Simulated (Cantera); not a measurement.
Gas mixture: 24.5 % N₂, 31.5 % C₃H₈, 11.7 % H₂, 32.2 % CO₂, at 1.00 bar, frozen composition.

Cantera's kinetic-theory transport with the Lennard-Jones parameters of GRI-Mech 3.0, ideal gas; thermal conductivity in the multicomponent form. The composition is frozen, though it would react at the higher temperatures.

D: mixture-averaged diffusion coefficient of that species in the mixture.

```tsv
T (K)	ρ (kg/m³)	cp (J/kg/K)	μ (µPa s)	λ (mW/m/K)	Pr	D (cm²/s) H₂	D (cm²/s) O	D (cm²/s) OH
400	1.06	[?]	16.1	37.9	0.648	0.999	0.433	0.424
550	0.769	[?]	21.0	55.4	0.685	1.72	0.754	0.738
700	0.605	[?]	25.3	73.1	0.708	2.58	1.14	1.12
850	0.498	2236	29.2	90.7	0.720	3.57	1.58	1.55
1000	0.423	2391	32.8	108	0.728	4.68	2.08	2.04
1150	0.368	2506	36.2	124	0.732	5.91	2.63	2.57
1300	0.326	2605	39.4	140	0.735	7.24	3.23	3.16
```

Task: Complete the blanks.

Result: 
- 400, cp (J/kg/K): 1523
- 550, cp (J/kg/K): 1810
- 700, cp (J/kg/K): 2045
